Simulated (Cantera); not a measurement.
Input: 1 mol SiC, 0.015 mol H₂O, 1 mol H₂, held at 0.0100 bar.

These are equilibrium values from Cantera (NASA tables, ideal gas, pure condensed phases), not measurements of a reactor. Candidate condensed phases: C, C₆H₆, C₇H₈, C₈H₁₈, H₂O, Si, SiC, SiO₂; 123 gas species. Gases not in the tables: Si₂H₆ and higher silanes. The numbers say what is thermodynamically allowed, not how fast it happens. All values below are at 1950 °C.

Base state: H₂ 0.911, H 0.0611, CO 0.0130, Si 0.0119, SiO 0.000967, Si₂C 0.000753, C₂H₂ (acetylene) 0.000524, SiH 0.000480 (mole fractions); condensed: SiC(s).

### Question
What changes in the equilibrium state with this change: pressure from 0.0100 bar to 0.260 bar?

### Answer
| species | before | after |
|---|---|---|
| H₂ | 0.911 | 0.971 |
| H | 0.0611 | 0.0124 |
| CO | 0.0130 | 0.00824 |
| Si | 0.0119 | 0.00145 |
| SiO | 0.000967 | 0.00620 |
| SiC₂ | 0.000247 | 2.99e-6 |
| C₂H₂ (acetylene) | 0.000524 | 5.54e-5 |
| SiC(s), mol | 0.984 | 0.991 |
